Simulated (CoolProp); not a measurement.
Computed with CoolProp (reference Helmholtz-energy equation of state, Span 1996).

### Question
For carbon dioxide, give the phase and the Z, Joule-Thomson coefficient (K/MPa), expansivity (1/kK), conductivity (mW/(m K)) at 276.3 K and 22.4 MPa; 299.2 K and 22.4 MPa; 331.4 K and 22.4 MPa.

### Answer
- 276.3 K and 22.4 MPa: liquid; Z 0.422, Joule-Thomson coefficient 0.0175, expansivity 3.74, conductivity 131
- 299.2 K and 22.4 MPa: liquid; Z 0.429, Joule-Thomson coefficient 0.218, expansivity 4.72, conductivity 110
- 331.4 K and 22.4 MPa: supercritical; Z 0.466, Joule-Thomson coefficient 0.762, expansivity 7.07, conductivity 84.0

Thermal conductivity comes from a separate model (Huber 2016).
